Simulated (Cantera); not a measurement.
A Cantera script and what it prints.

```python
import numpy as np
import cantera as ct

gas_names = """
    Mg MgO Mg2 O O2 O3 Ti TiO TiO2
""".split()
cond_names = """
    Mg(cr) Mg(L) MgO(s) MgO(L) MgTiO3(s) MgTiO3(L) MgTi2O5(s) MgTi2O5(L) Mg2TiO4(s) Mg2TiO4(L) Ti(a)
    Ti(b) Ti(L) TiO(a) TiO(b) TiO(L) TiO2(ru) TiO2(L) Ti2O3(a) Ti2O3(b) Ti2O3(L) Ti3O5(a) Ti3O5(b)
    Ti3O5(L) Ti4O7(s) Ti4O7(L)
""".split()


# ... load() reads the species with a 1 bar reference pressure and builds the phases ...
atoms = {
    'TiO2': {'Ti': 1, 'O': 2},
    'MgO': {'Mg': 1, 'O': 1},
    'O2': {'O': 2},
}
top_T = {}  # K; cautious upper limits of use, not melting points


# ... equilibrate(T, P, feed) seeds the gas with the atoms and calls Mixture.equilibrate('TP', solver="gibbs", rtol=1e-10, max_steps=50000) ...
results = []
T = 1650  # K
P = 1333.22  # Pa
for m in [0.13, 0.17, 0.21, 0.26, 0.33, 0.41, 0.51, 0.64]:
    feed = {'TiO2': 1, 'MgO': m, 'O2': 0.82}  # mol
    mix = equilibrate(T, P, feed)
    results.append((T, P, feed, dict(zip(mix.species_names, mix.species_moles))))

top = {s: max(r[3][s] / sum(r[3][g] for g in gas_names) for r in results) for s in gas_names}
cols = sorted((s for s in top if top[s] > 1e-05), key=lambda s: -top[s])[:6]
seen = [c for c in cond_names if any(r[3].get(c, 0) > 1e-12 for r in results)]
print("log10 of partial pressures in bar; condensed amounts in mol")
print(f"{'n(MgO)':>10s}" + "".join(f"{s[:9]:>10s}" for s in cols + seen))
for T, P, feed, n in results:
    ng = sum(n[g] for g in gas_names)
    print(f"{feed['MgO']:10.4g}" + "".join(f"{np.log10(max(n[s] / ng * P / 1e5, 1e-99)):10.3f}" for s in cols)
          + "".join(f"{n.get(c, 0):10.4g}" for c in seen))
```

It prints:

```
log10 of partial pressures in bar; condensed amounts in mol
    n(MgO)        O2         O MgTiO3(s) MgTi2O5(s  TiO2(ru)
      0.13    -1.875    -5.524         0      0.13      0.74
      0.17    -1.875    -5.524         0      0.17      0.66
      0.21    -1.875    -5.524         0      0.21      0.58
      0.26    -1.875    -5.524         0      0.26      0.48
      0.33    -1.875    -5.524         0      0.33      0.34
      0.41    -1.875    -5.524         0      0.41      0.18
      0.51    -1.875    -5.524      0.02      0.49         0
      0.64    -1.875    -5.524      0.28      0.36         0
```

Method: chemical equilibrium by Gibbs-energy minimisation in Cantera with the NASA 1993 tables (ideal gas, pure condensed phases). Mutual solubility and eutectic melting of coexisting phases are not modelled. Condensed phases not in the tables: alloys, solid solutions and most ternary compounds.
